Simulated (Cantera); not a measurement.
An adiabatic, constant-pressure homogeneous reactor starts with 4.03 % CO, 2.05 % H2, 1.45 % CH4, 7.09 % O2, 85.0 % N2, 0.391 % H2O, equivalence ratio 0.84, at 1525 K and 6230 Torr.

Detailed kinetics in Cantera: GRI-Mech 3.0 (53 species, 325 reactions).

Task: Predict: time of steepest temperature rise; temperature at 7.00 s; equilibrium temperature; x(CO) at 7.00 s; x(H2) at 7.00 s; x(H2O) at 7.00 s.

Result: 
```json
{
 "time_of_steepest_temperature_rise": "30.0 µs",
 "temperature at 7.00 s": "2260 K",
 "equilibrium_temperature": "2260 K",
 "x(CO) at 7.00 s": "0.00166 (gas-phase equilibrium 0.00166)",
 "x(H2) at 7.00 s": "0.000300 (gas-phase equilibrium 0.000300)",
 "x(H2O) at 7.00 s": "0.0541 (gas-phase equilibrium 0.0541)"
}
```
